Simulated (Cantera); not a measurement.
Input: 1 mol BN, 0.38 mol N2, at 34.0 Pa.

Equilibrium computed with Cantera from the NASA thermochemical tables; the gas is ideal and each condensed phase is pure. Candidate condensed phases: B, BN; 5 gas species. Equilibrium is a limit: real reactors are often held back by kinetics, nucleation or transport.

x: gas mole fraction; n: condensed amount in mol.

| T (°C) | x N2 | x B | x BN | x B2 | x N | n BN(s) | n B(s) | n B(l) |
|---|---|---|---|---|---|---|---|---|
| 1600 | 1.000 | 8.75e-6 | 2.52e-7 | 6.60e-12 | ___ | 1.000 | 0 | 0 |
| 1650 | 1.000 | 3.34e-5 | 8.33e-7 | 5.90e-11 | ___ | 1.000 | 0 | 0 |
| 1700 | 1.000 | 0.000119 | 2.59e-6 | 4.71e-10 | ___ | 1.000 | 0 | 0 |
| 1750 | 1.000 | 0.000399 | 7.60e-6 | 3.38e-9 | ___ | 1.000 | 0 | 0 |
| 1800 | 0.999 | 0.00126 | 2.12e-5 | 2.21e-8 | ___ | 1.000 | 0 | 0 |
| 1850 | 0.997 | 0.00269 | 4.01e-5 | 6.75e-8 | ___ | 0 | 0.998 | 0 |
| 1900 | 0.994 | 0.00553 | 7.34e-5 | 1.94e-7 | ___ | 0 | 0.995 | 0 |
| 1950 | 0.989 | 0.0110 | 0.000131 | 5.30e-7 | ___ | 0 | 0.990 | 0 |
| 2000 | 0.979 | 0.0212 | 0.000226 | 1.39e-6 | ___ | 0 | 0.981 | 0 |
| 2050 | 0.960 | 0.0397 | 0.000379 | 3.47e-6 | ___ | 0 | 0.963 | 0 |
| 2100 | 0.929 | 0.0705 | 0.000602 | 7.95e-6 | ___ | 0 | 0 | 0.933 |
| 2150 | 0.880 | 0.119 | 0.000902 | 1.66e-5 | ___ | 0 | 0 | 0.880 |
| 2200 | 0.802 | 0.196 | 0.00130 | 3.36e-5 | ___ | 0 | 0 | 0.783 |

Task: Fill in the missing entries.

Result: 
- 1600, x N: 6.92e-9
- 1650, x N: 1.54e-8
- 1700, x N: 3.30e-8
- 1750, x N: 6.79e-8
- 1800, x N: 1.35e-7
- 1850, x N: 2.60e-7
- 1900, x N: 4.86e-7
- 1950, x N: 8.82e-7
- 2000, x N: 1.55e-6
- 2050, x N: 2.66e-6
- 2100, x N: 4.43e-6
- 2150, x N: 7.13e-6
- 2200, x N: 1.10e-5
